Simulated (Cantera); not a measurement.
Nitride etching: BN + H2

Charge: 1 mol BN, 8.7 mol H2, at 0.100 bar.

Equilibrium computed with Cantera from the NASA thermochemical tables; the gas is ideal and each condensed phase is pure. Candidate condensed phases: B, BN; 15 gas species. Mutual solubility and eutectic melting of coexisting phases are not modelled. The tables' values for BH2 are old estimates; treat these amounts as uncertain. Kinetics and transport are ignored.

```csv
T (K),log p H2,log p H,log p BH2,log p N2,log p BH3,log p BH,log p B,n BN(s),n B(s)
700,-1.00,<-13,<-13,<-13,<-13,<-13,<-13,1.00,0
850,-1.00,-11.19,<-13,<-13,-12.12,<-13,<-13,1.00,0
1000,-1.00,-9.14,-11.85,-12.08,-10.77,<-13,<-13,1.00,0
1150,-1.00,-7.63,-9.94,-9.82,-9.55,<-13,<-13,1.00,0
1300,-1.00,-6.46,-8.32,-8.40,-8.47,<-13,<-13,1.000,0
1450,-1.00,-5.52,-7.05,-7.25,-7.63,-12.12,<-13,1.000,0
1600,-1.00,-4.76,-6.03,-6.28,-6.96,-10.29,-10.95,1.000,0
1750,-1.00,-4.13,-5.20,-5.48,-6.42,-8.78,-9.10,0.999,0
1900,-1.00,-3.60,-4.59,-4.61,-6.07,-7.61,-7.64,0.996,0.00196
```
log p: log10 of the partial pressure in bar; n: condensed amount in mol.

From 700 K to 1750 K the condensed part is BN(s). At 1900 K the condensed part is B(s) + BN(s).
